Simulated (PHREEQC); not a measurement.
A solution holds 0.1 mol KHF2 per kg of water, at 25 °C. Closed to the air; pH follows from the charge balance.

The numbers come from PHREEQC with the ion-association model, wateq4f.dat.

| quantity | before | after |
|---|---|---|
| pH | 3.18 | 3.48 |
| F- (mol/kgw) | 0.0815 | 0.00134 |
| HF (mol/kgw) | 0.0604 | 0.000647 |
| HF2- (mol/kgw) | 0.0193 | 3.34e-6 |
| H2F2 (mol/kgw) | 0.00973 | 1.09e-6 |

**Question.** What was changed between the two runs?
(A) temperature from 25 to 45 °C
(B) diluted 100-fold with water
(C) KHF2 from 0.1 to 0.05 mol/kgw
(D) diluted 2-fold with water
(E) diluted 5-fold with water

**Answer.** B, diluted 100-fold with water

This is a speciation only: nothing precipitates in the calculation. wateq4f.dat counts part of the HF as a dimer, H2F2, which phreeqc.dat doesn't know; its constant is uncertain.
